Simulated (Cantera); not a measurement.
A freely propagating, adiabatic, planar premixed flame of H2 : O2 : N2 : H2O = 1 : 0.238 : 0.833 : 0.0023 (molar parts), equivalence ratio 2.1, unburnt at 375 K and 0.560 bar; mixture-averaged transport, grid criteria slope 0.08 and curve 0.16, no radiation.

Computed with Cantera and the H2/O2 subset of GRI-Mech 3.0, which has no nitrogen chemistry. Burning velocities carry a grid error of a few per cent, more on coarse grids.

x: mole fraction of selected species; z is measured from the peak of heat release.

```csv
z (mm),T (K),u (m/s),x H2,x O2,x H,x H2O,x HO2,x H2O2
-2.38,375,4.19,0.482,0.115,<1e-8,0.00111,<1e-8,<1e-8
-1.59,375,4.19,0.482,0.115,<1e-8,0.00111,<1e-8,<1e-8
-1.19,375,4.19,0.482,0.115,<1e-8,0.00111,<1e-8,<1e-8
-0.793,375,4.19,0.482,0.115,<1e-8,0.00111,2.98e-8,<1e-8
-0.397,395,4.39,0.479,0.115,3.73e-5,0.00155,0.000165,8.63e-6
-0.198,686,7.40,0.443,0.108,0.00758,0.0243,0.000144,3.93e-5
0,(withheld),11.6,(withheld),(withheld),(withheld),(withheld),(withheld),(withheld)
0.198,1375,14.3,0.257,0.0213,0.0834,0.202,1.33e-5,6.04e-7
0.397,1491,15.5,0.233,0.00389,0.0896,0.237,2.31e-6,3.58e-7
0.793,1597,16.5,0.235,0.000524,0.0797,0.245,3.02e-7,2.60e-7
1.59,1706,17.4,0.245,0.000328,0.0647,0.247,1.84e-7,1.74e-7
3.17,1817,18.4,0.255,(withheld),(withheld),0.250,(withheld),(withheld)
6.35,1915,19.3,0.263,0.000117,0.0347,0.253,7.14e-8,4.97e-8
```

What belongs in the gaps?


- 0, T (K): 1105
- 0, x H2: 0.348
- 0, x O2: 0.0740
- 0, x H: 0.0459
- 0, x H2O: 0.101
- 0, x HO2: 4.94e-5
- 0, x H2O2: 1.55e-6
- 3.17, x O2: 0.000213
- 3.17, x H: 0.0490
- 3.17, x HO2: 1.21e-7
- 3.17, x H2O2: 9.81e-8
